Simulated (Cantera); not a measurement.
# Equilibrium for hydrogen reduction and annealing atmospheres: Cu2O + H2 + N2

Input: 1 mol Cu2O, 160 mol H2, 0.35 mol N2, at 1.20 bar.

Cantera equilibrium calculation (NASA polynomials, part measured and part estimated; ideal gas, pure solids and liquids). Candidate condensed phases: Cu, CuO, Cu(OH)2, Cu2O, H2O; 27 gas species. Kinetics and transport are ignored.

```csv
T (K),log p H2,log p Cu,log p H2O,log p H,log p N2,log p Cu2,n Cu(s),n Cu(l)
1248,0.08,-7.36,-2.13,-6.29,-2.58,-11.67,2.00,0
1323,0.08,-6.57,-2.13,-5.76,-2.58,-10.56,2.00,0
1398,0.08,-5.89,-2.13,-5.29,-2.58,-9.60,0,2.00
1473,0.08,-5.29,-2.13,-4.86,-2.58,-8.77,0,2.00
1548,0.08,-4.75,-2.13,-4.47,-2.58,-8.02,0,2.00
1623,0.08,-4.26,-2.13,-4.12,-2.58,-7.35,0,1.99
1698,0.08,-3.81,-2.13,-3.80,-2.58,-6.73,0,1.98
1773,0.08,-3.40,-2.13,-3.51,-2.58,-6.17,0,1.95
1848,0.07,-3.03,-2.13,-3.24,-2.58,-5.66,0,1.88
1923,0.07,-2.69,-2.13,-2.99,-2.58,-5.19,0,1.72
1998,0.07,-2.37,-2.13,-2.76,-2.58,-4.76,0,1.43
2073,0.07,-2.08,-2.13,-2.54,-2.59,-4.36,0,0.873
2148,0.07,-1.84,-2.13,-2.35,-2.59,-4.04,0,0
2223,0.07,-1.84,-2.13,-2.16,-2.59,-4.20,0,0
```
log p: log10 of the partial pressure in bar; n: condensed amount in mol.

From 1248 K to 1323 K the condensed part is Cu(s). From 1398 K to 2073 K the condensed part is Cu(l). From 2148 K to 2223 K nothing is condensed. The main Cu-bearing gas is Cu throughout.
